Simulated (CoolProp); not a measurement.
Water along the isotherm 527.35 °C: fugacity coefficient from the reference equation and from simpler models built on Tc = 373.9 °C, pc = 22.06 MPa, ω = 0.344; each cubic takes its own stable root.

The numbers come from the reference Helmholtz-energy equation of state, Wagner 2002 in CoolProp.

| p (MPa) | phase | reference |
|---|---|---|
| 0.105 | gas | 0.9993 |
| 0.198 | gas | 0.9987 |
| 0.376 | gas | 0.9975 |
| 0.713 | gas | 0.9953 |
| 1.35 | gas | 0.9911 |
| 2.56 | gas | 0.9832 |
| 4.86 | gas | 0.9681 |
| 9.21 | gas | 0.9398 |
| 17.5 | gas | 0.8865 |
| 33.1 | supercritical | 0.7899 |

How far does each simpler model (van der Waals, Redlich-Kwong, Soave-Redlich-Kwong, Peng-Robinson) lie from the reference over these 10 states: mean and median of the absolute difference, and the worst?


- van der Waals: mean 1.0 %, median 0.3 %, worst -5.3 % at 527.35 °C and 33.1 MPa
- Redlich-Kwong: mean 1.0 %, median 0.3 %, worst -4.5 % at 527.35 °C and 33.1 MPa
- Soave-Redlich-Kwong: mean 0.2 %, median 0.0 %, worst +1.2 % at 527.35 °C and 33.1 MPa
- Peng-Robinson: mean 0.8 %, median 0.3 %, worst -2.7 % at 527.35 °C and 33.1 MPa
